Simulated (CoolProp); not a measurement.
Model: reference Helmholtz-energy equation of state, de Reuck 1993, in CoolProp.

For methanol, give the phase and the cp (kJ/(kg K)), expansivity (1/kK), viscosity (µPa s), Prandtl number at 360.3 K and 362 bar.


- 360.3 K and 362 bar: liquid; cp 2.92, expansivity 1.10, viscosity 315, Prandtl number 4.46

Viscosity comes from a separate model (Xiang 2006). Thermal conductivity comes from a separate model (Sykioti 2013).
